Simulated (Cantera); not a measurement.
**Hydrocarbon pyrolysis for carbon deposition**

An isothermal, constant-pressure homogeneous reactor starts with 5.26 % C2H6, 94.7 % N2, at 1200 K and 0.00480 bar.

Detailed kinetics in Cantera: GRI-Mech 3.0 (53 species, 325 reactions). GRI-Mech 3.0 stops at C3 and has no aromatics, soot or wall deposition, so with more carbon than oxygen in the feed, carbon stays in small species such as C2H2 where larger ones or solid carbon would form. Radical loss at walls, strong at low pressure, is not modelled.

```json
[
 {"t (s)": "2.00e-6", "x C2H6": "0.0526", "x C2H": "<1e-12", "x CH3": "1.44e-8", "x CH4": "<1e-12", "x CH2": "<1e-12"},
 {"t (s)": "1.25e-5", "x C2H6": "0.0526", "x C2H": "<1e-12", "x CH3": "9.02e-8", "x CH4": "2.51e-11", "x CH2": "<1e-12"},
 {"t (s)": "7.87e-5", "x C2H6": "0.0526", "x C2H": "<1e-12", "x CH3": "5.65e-7", "x CH4": "9.87e-10", "x CH2": "<1e-12"},
 {"t (s)": "0.000493", "x C2H6": "0.0526", "x C2H": "<1e-12", "x CH3": "3.51e-6", "x CH4": "3.85e-8", "x CH2": "<1e-12"},
 {"t (s)": "0.00309", "x C2H6": "0.0526", "x C2H": "<1e-12", "x CH3": "2.08e-5", "x CH4": "1.46e-6", "x CH2": "1.01e-10"},
 {"t (s)": "0.0194", "x C2H6": "0.0523", "x C2H": "<1e-12", "x CH3": "0.000100", "x CH4": "4.69e-5", "x CH2": "6.16e-9"},
 {"t (s)": "0.122", "x C2H6": "0.0447", "x C2H": "2.33e-11", "x CH3": "0.000337", "x CH4": "0.00130", "x CH2": "4.97e-8"},
 {"t (s)": "0.763", "x C2H6": "0.0101", "x C2H": "3.19e-10", "x CH3": "0.000169", "x CH4": "0.0101", "x CH2": "2.67e-8"},
 {"t (s)": "4.78", "x C2H6": "9.66e-5", "x C2H": "1.75e-10", "x CH3": "1.28e-5", "x CH4": "0.0130", "x CH2": "3.40e-10"},
 {"t (s)": "30.0", "x C2H6": "1.37e-6", "x C2H": "3.40e-11", "x CH3": "1.73e-6", "x CH4": "0.0129", "x CH2": "6.29e-12"}
]
```
x: mole fraction; the columns are a selection and need not sum to one.

Equilibrium at this temperature and pressure: C2H6 8.36e-9, C2H 3.85e-11, CH3 1.80e-7, CH4 0.00101, CH2 <1e-12 (gas phase only).
